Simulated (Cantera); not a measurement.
**Gas activation for diamond growth**

An isothermal, constant-pressure homogeneous reactor starts with CH₄ : H₂ : O₂ = 0.0013 : 1 : 0.0084 (molar parts), equivalence ratio 60, at 2725 K and 0.140 bar.

Detailed kinetics in Cantera: GRI-Mech 3.0 (53 species, 325 reactions).

```json
[
 {"t (s)": "3.00e-5", "x CH₄": "0.00110", "x H₂": "0.979", "x O₂": "0.00551", "x CO": "3.76e-6", "x CH₂CO": "3.02e-10", "x HO₂": "1.08e-5", "x C₂H₄": "9.16e-8"},
 {"t (s)": "9.98e-5", "x CH₄": "0.000845", "x H₂": "0.959", "x O₂": "5.29e-5", "x CO": "3.09e-5", "x CH₂CO": "2.59e-9", "x HO₂": "5.40e-8", "x C₂H₄": "5.17e-7"},
 {"t (s)": "0.000332", "x CH₄": "0.000583", "x H₂": "0.948", "x O₂": "2.34e-8", "x CO": "0.000118", "x CH₂CO": "2.31e-8", "x HO₂": "5.72e-11", "x C₂H₄": "5.24e-7"},
 {"t (s)": "0.00111", "x CH₄": "0.000137", "x H₂": "0.929", "x O₂": "5.93e-8", "x CO": "0.000551", "x CH₂CO": "6.26e-8", "x HO₂": "1.02e-10", "x C₂H₄": "1.05e-7"},
 {"t (s)": "0.00368", "x CH₄": "3.14e-6", "x H₂": "0.896", "x O₂": "1.48e-7", "x CO": "0.00120", "x CH₂CO": "4.00e-9", "x HO₂": "1.69e-10", "x C₂H₄": "1.26e-9"},
 {"t (s)": "0.0122", "x CH₄": "2.30e-12", "x H₂": "0.847", "x O₂": "3.91e-7", "x CO": "0.00120", "x CH₂CO": "<1e-12", "x HO₂": "2.92e-10", "x C₂H₄": "<1e-12"},
 {"t (s)": "0.0408", "x CH₄": "1.45e-12", "x H₂": "0.831", "x O₂": "5.00e-7", "x CO": "0.00119", "x CH₂CO": "<1e-12", "x HO₂": "3.33e-10", "x C₂H₄": "<1e-12"},
 {"t (s)": "0.136", "x CH₄": "1.45e-12", "x H₂": "0.831", "x O₂": "5.00e-7", "x CO": "0.00119", "x CH₂CO": "<1e-12", "x HO₂": "3.33e-10", "x C₂H₄": "<1e-12"},
 {"t (s)": "0.451", "x CH₄": "1.45e-12", "x H₂": "0.831", "x O₂": "5.00e-7", "x CO": "0.00119", "x CH₂CO": "<1e-12", "x HO₂": "3.33e-10", "x C₂H₄": "<1e-12"},
 {"t (s)": "1.50", "x CH₄": "1.45e-12", "x H₂": "0.831", "x O₂": "5.00e-7", "x CO": "0.00119", "x CH₂CO": "<1e-12", "x HO₂": "3.33e-10", "x C₂H₄": "<1e-12"},
 {"t (s)": "5.00", "x CH₄": "1.45e-12", "x H₂": "0.831", "x O₂": "5.00e-7", "x CO": "0.00119", "x CH₂CO": "<1e-12", "x HO₂": "3.33e-10", "x C₂H₄": "<1e-12"}
]
```
x: mole fraction; the columns are a selection and need not sum to one.

Equilibrium at this temperature and pressure: CH₄ 1.54e-12, H₂ 0.831, O₂ 5.00e-7, CO 0.00119, CH₂CO <1e-12, HO₂ 3.33e-10, C₂H₄ <1e-12 (gas phase only).
